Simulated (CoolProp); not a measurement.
R1132(E) along the isobar 6500 kPa: density (kg/m³) from the reference equation and from simpler models built on Tc = 75.7 °C, pc = 5174 kPa, ω = 0.245; each cubic takes its own stable root.

The numbers come from the reference Helmholtz-energy equation of state, Akasaka 2024 in CoolProp.

| T (°C) | phase | reference | van der Waals | Redlich-Kwong | Soave-Redlich-Kwong | Peng-Robinson |
|---|---|---|---|---|---|---|
| 33.45 | liquid | 916.6 | 575.7 | 775.4 | 804.0 | 907.6 |
| 41.25 | liquid | 886.4 | 559.0 | 743.5 | 769.9 | 868.1 |
| 48.95 | liquid | 853.2 | 541.0 | 709.2 | 732.5 | 824.6 |
| 56.75 | liquid | 814.9 | 520.8 | 670.5 | 689.7 | 774.5 |
| 64.55 | liquid | 769.6 | 497.9 | 626.2 | 639.9 | 715.7 |
| 72.35 | liquid | 712.1 | 471.2 | 573.5 | 578.7 | 643.0 |
| 80.15 | supercritical | 624.7 | 438.1 | 505.5 | 495.5 | 543.7 |
| 87.95 | supercritical | 426.1 | 393.4 | 404.3 | 364.4 | 389.3 |
| 95.75 | supercritical | 289.7 | 326.3 | 297.4 | 270.1 | 286.5 |
| 103.45 | supercritical | 241.9 | 264.5 | 248.7 | 230.7 | 243.6 |
| 111.25 | supercritical | 214.9 | 230.7 | 221.1 | 206.9 | 217.6 |
| 119.05 | supercritical | 196.6 | 209.5 | 202.4 | 190.2 | 199.5 |
| 126.85 | supercritical | 182.8 | 194.2 | 188.4 | 177.5 | 185.7 |
